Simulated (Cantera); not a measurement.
Charge: 1 mol SiCl₄, 0.75 mol C₃H₈, 780 mol H₂, equilibrated at 2423.15 K and 160 Pa.

Cantera equilibrium calculation (NASA polynomials, part measured and part estimated; ideal gas, pure solids and liquids). Candidate condensed phases: C, C₆H₆, C₇H₈, C₈H₁₈, Si, SiC; 109 gas species. Kinetics and transport are ignored.

Base state: H₂ 0.639, H 0.355, HCl 0.00300, Cl 0.00118, C₂H₂ (acetylene) 0.00107, Si 0.000991, SiC₂ 4.42e-5, C₂H 3.60e-5 (mole fractions); condensed: gas only.

Problem. What changes in the equilibrium state with this change: H₂ from 780 to 46 mol?

Solution. 
| species | before | after |
|---|---|---|
| H₂ | 0.639 | 0.579 |
| H | 0.355 | 0.338 |
| HCl | 0.00300 | 0.0445 |
| Cl | 0.00118 | 0.0185 |
| Si | 0.000991 | 0.0127 |
| SiCl₂ | 1.34e-8 | 4.18e-5 |
| Si₂C | 1.63e-7 | 5.80e-5 |
| SiCl | 8.18e-7 | 0.000164 |
| SiC₂ | 4.42e-5 | 0.00263 |
| C₄H₂ | 7.37e-7 | 1.43e-5 |
| C(graphite), mol | 0 | 1.30 |
The tables' values for SiCl are old estimates; treat these amounts as uncertain.

Problem. What changes in the equilibrium state with this change: pressure from 160 Pa to 1400 Pa?

Solution. 
```csv
species,before,after
H₂,0.639,0.854
H,0.355,0.139
HCl,0.00300,0.00424
Si,0.000991,0.00109
C,1.63e-5,1.75e-6
SiH,9.44e-6,3.56e-5
C₂H,3.60e-5,1.25e-5
Cl,0.00118,0.000490
```

Problem. What changes in the equilibrium state with this change: temperature from 2423.15 K to 1423 K?

Solution. 
```csv
species,before,after
H₂,0.639,0.995
HCl,0.00300,0.00509
H,0.355,0.000166
Si,0.000991,5.07e-9
SiC₂,4.42e-5,<1e-9
C₂H,3.60e-5,<1e-9
"C(graphite), mol",0,1.24
"SiC(s), mol",0,1.000
```
